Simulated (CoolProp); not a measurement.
Vapour-liquid equilibrium of benzene (1) + n-nonane (2) at 901 kPa; x and y are mole fractions of (1).

Values from CoolProp's multi-fluid Helmholtz-energy mixture model, Thol 2012 and Lemmon 2006; pair parameters Bell 2016.

| x | bubble temperature (°C) | y at the bubble point | dew temperature at overall composition x (°C) | liquid density (mol/L) |
|---|---|---|---|---|
| 0.05 | 249.7 | 0.133 | 254.8 | 3.979 |
| 0.2 | 228.5 | 0.445 | 245.4 | 4.518 |
| 0.35 | 212.4 | 0.640 | 235.4 | 5.086 |
| 0.5 | 200.2 | 0.765 | 224.2 | 5.718 |
| 0.65 | 190.4 | 0.855 | 211.5 | 6.458 |
| 0.8 | 182.2 | 0.924 | 196.5 | 7.361 |
| 0.95 | 174.9 | 0.982 | 179.0 | 8.497 |

No azeotrope shows between x = 0.05 and 0.95.

The pair parameters rest on a limited set of measurements; away from them the model extrapolates.
